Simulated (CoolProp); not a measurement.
Properties of C2F6 (R116) at several states (Tc = 293.0 K, pc = 30.48 bar, ω = 0.257).

The numbers come from the reference Helmholtz-energy equation of state, Lemmon 2006 in CoolProp. It is a short technical equation, of lower accuracy than the large ones.

```csv
T (K),p (bar),phase,cp (kJ/(kg K)),isothermal compressibility (1/MPa),fugacity coefficient
356.4,0.52,gas,0.8573,19.29,0.9972
376.5,0.404,gas,0.8829,24.80,0.9982
202,9.15,liquid,0.9567,0.003312,0.1559
417.4,63.9,supercritical,1.078,0.1762,0.8392
```
